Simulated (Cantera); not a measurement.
An adiabatic, constant-pressure homogeneous reactor starts with 8.29 % CH4, 19.3 % O2, 72.4 % N2, at 1150 K and 120000 Pa.

Computed with Cantera and GRI-Mech 3.0 (53 species, 325 reactions).

Question: Predict: time of steepest temperature rise; temperature at 3.00 s; equilibrium temperature; x(O2) at 3.00 s; x(NO) at 3.00 s; x(H) at 3.00 s; x(H2) at 3.00 s; x(HO2) at 3.00 s.

Answer: 
```
Item                                                                 Value
---------------------------------  ---------------------------------------
time of steepest temperature rise                                  74.8 ms
temperature at 3.00 s                                               2550 K
equilibrium temperature                                             2550 K
x(O2) at 3.00 s                      0.0297 (gas-phase equilibrium 0.0297)
x(NO) at 3.00 s                    0.00895 (gas-phase equilibrium 0.00895)
x(H) at 3.00 s                     0.00222 (gas-phase equilibrium 0.00222)
x(H2) at 3.00 s                    0.00601 (gas-phase equilibrium 0.00601)
x(HO2) at 3.00 s                   4.79e-6 (gas-phase equilibrium 4.79e-6)
```
